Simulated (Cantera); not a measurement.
Cantera run:

```python
import numpy as np
import cantera as ct

gas_names = """
    Mg CL MgCL2
""".split()
cond_names = """

""".split()


def load(file, names, dense=False):
    # The tables refer to 1 bar. Condensed volumes are neglected.
    table = {s.name: s for s in ct.Species.list_from_file(file)}
    out = []
    for n in names:
        d = dict(table[n].input_data)
        d["thermo"] = dict(d["thermo"], **{"reference-pressure": 1e5})
        if dense:
            d["equation-of-state"] = {"model": "constant-volume", "density": "1e6 g/cm^3"}
        out.append(ct.Species.from_dict(d))
    return out


species = {s.name: s for s in load("nasa_gas.yaml", gas_names) + load("nasa_condensed.yaml", cond_names)}
# Each term lists the table entries of one substance; the one whose range holds T is used.
reactions = {
    'Mg(g) + 2 Cl(g) = MgCl2(g)':
        [(-1, ['Mg']), (-2, ['CL']), (1, ['MgCL2'])],
}


def pick(names, T):
    return next(species[n] for n in names if species[n].thermo.min_temp <= T <= species[n].thermo.max_temp)


results = []
for label, terms in reactions.items():
    print(label)
    print("     T/K   dH/kJ  dS/(J/K)   dG/kJ   log10 K")
    for T in [1275, 1375, 1475, 1575, 1675, 1775, 1875, 1975]:
        used = [(nu, pick(names, T)) for nu, names in terms]
        dH = sum(nu * s.thermo.h(T) for nu, s in used) / 1e6
        dS = sum(nu * s.thermo.s(T) for nu, s in used) / 1e3
        dG = dH - T * dS / 1e3
        logK = -dG * 1e6 / (ct.gas_constant * T * np.log(10))
        results.append((label, T, dH, dS, dG, logK, [s.name for _, s in used]))
        print(f"{T:8g} {dH:8.1f} {dS:8.1f} {dG:8.1f} {logK:8.2f}")
```

Result:

```
Mg(g) + 2 Cl(g) = MgCl2(g)
     T/K   dH/kJ  dS/(J/K)   dG/kJ   log10 K
    1275   -786.8   -209.6   -519.5    21.28
    1375   -787.0   -209.8   -498.5    18.94
    1475   -787.2   -210.0   -477.5    16.91
    1575   -787.4   -210.1   -456.5    15.14
    1675   -787.6   -210.2   -435.5    13.58
    1775   -787.8   -210.3   -414.4    12.20
    1875   -787.9   -210.4   -393.4    10.96
    1975   -788.1   -210.5   -372.4     9.85
```

Standard-state values (1 bar) from the NASA 1993 polynomials, evaluated with Cantera. Condensed species are held in their standard states even where they would react or evaporate.
